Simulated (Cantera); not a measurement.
An adiabatic, constant-pressure homogeneous reactor starts with CH4 : O2 : N2 = 1 : 1.11 : 4.18 (molar parts), equivalence ratio 1.8, at 1098 K and 38000 Pa. Integrator tolerance rtol = 1e-08.

Model: GRI-Mech 3.0 (53 species, 325 reactions), integrated in Cantera.

```tsv
quantity	before	after
time of steepest temperature rise	0.702 s	0.114 s
temperature at 3.00 s	2288 K	2311 K
equilibrium temperature	2288 K	2311 K
x(CH4) at 3.00 s	2.07e-12 (gas-phase equilibrium 2.33e-12)	8.84e-11 (gas-phase equilibrium 1.00e-10)
x(O2) at 3.00 s	1.26e-5 (gas-phase equilibrium 1.26e-5)	2.37e-6 (gas-phase equilibrium 2.37e-6)
x(NO2) at 3.00 s	5.51e-10 (gas-phase equilibrium 5.51e-10)	2.77e-10 (gas-phase equilibrium 2.77e-10)
x(C2H6) at 3.00 s	<1e-12 (gas-phase equilibrium <1e-12)	<1e-12 (gas-phase equilibrium <1e-12)
x(CH2CO) at 3.00 s	<1e-12 (gas-phase equilibrium <1e-12)	<1e-12 (gas-phase equilibrium <1e-12)
```

Question: Name the change that produced these shifts.
A. pressure from 38000 Pa to 500000 Pa
B. pressure from 38000 Pa to 260000 Pa
C. initial temperature 1098 to 1573 K
D. constant volume in place of constant pressure

Answer: B, pressure from 38000 Pa to 260000 Pa
